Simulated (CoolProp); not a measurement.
R245fa at several states: Z from the reference equation and from simpler models built on Tc = 427.0 K, pc = 3651 kPa, ω = 0.378; each cubic takes its own stable root.

Computed with CoolProp (reference Helmholtz-energy equation of state, Akasaka 2015).

| T (K) | p (kPa) | phase | reference |
|---|---|---|---|
| 181.4 | 15.1 | liquid | 0.0008283 |
| 240.4 | 25.5 | liquid | 0.001152 |
| 424.6 | 71 | gas | 0.9934 |
| 414.4 | 66.9 | gas | 0.9932 |
| 222.7 | 2680 | liquid | 0.1268 |

How far does each simpler model (van der Waals, Redlich-Kwong, Soave-Redlich-Kwong, Peng-Robinson) lie from the reference over these 5 states: mean and median of the absolute difference, and the worst?


- van der Waals: mean 41140.2 %, median 69.5 %, worst +119603.0 % at 181.4 K and 15.1 kPa
- Redlich-Kwong: mean 17145.9 %, median 15.0 %, worst +85698.6 % at 240.4 K and 25.5 kPa
- Soave-Redlich-Kwong: mean 6.9 %, median 10.6 %, worst +12.8 % at 181.4 K and 15.1 kPa
- Peng-Robinson: mean 0.7 %, median 0.6 %, worst -1.7 % at 240.4 K and 25.5 kPa

At some of these states van der Waals, Redlich-Kwong gives the other phase, because its saturation line lies elsewhere.
